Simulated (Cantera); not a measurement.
## Thermodynamics of boron, boron nitride and boron oxide, feed B + O₂ + H₂

Input: 1 mol B, 2.9 mol O₂, 1.2 mol H₂, held at 0.00520 bar.

Equilibrium computed with Cantera from the NASA thermochemical tables; the gas is ideal and each condensed phase is pure. Candidate condensed phases: B, B₂O₃, B₃O₃H₃, H₂O; 23 gas species. Gases not in the tables: H₃BO₃. The numbers say what is thermodynamically allowed, not how fast it happens.

```csv
T (°C),x O₂,x HBO₂,x H₂O,x BO₂,x OH,x O,x B₂O₃,x H
1325,0.476,0.275,0.231,0.00176,0.00121,0.000135,0.0155,4.05e-6
1375,0.475,0.271,0.232,0.00251,0.00176,0.000242,0.0169,9.05e-6
1425,0.474,0.267,0.234,0.00349,0.00250,0.000418,0.0183,1.93e-5
1475,0.473,0.263,0.235,0.00476,0.00349,0.000700,0.0196,3.94e-5
1525,0.472,0.259,0.236,0.00635,0.00477,0.00114,0.0208,7.75e-5
1575,0.470,0.254,0.237,0.00834,0.00641,0.00180,0.0220,0.000147
1625,0.468,0.249,0.237,0.0108,0.00848,0.00278,0.0230,0.000269
1675,0.465,0.243,0.238,0.0137,0.0110,0.00420,0.0239,0.000478
1725,0.461,0.237,0.237,0.0171,0.0141,0.00620,0.0247,0.000825
1775,0.456,0.231,0.236,0.0211,0.0179,0.00898,0.0254,0.00139
1825,0.450,0.224,0.234,0.0256,0.0223,0.0128,0.0258,0.00227
1875,0.443,0.216,0.231,0.0308,0.0274,0.0178,0.0261,0.00363
1925,0.434,0.207,0.227,0.0364,0.0333,0.0244,0.0262,0.00567
1975,0.423,0.197,0.221,0.0426,0.0398,0.0329,0.0260,0.00866
```
x: gas mole fraction; nothing condenses.

From 1325 °C to 1975 °C nothing is condensed.
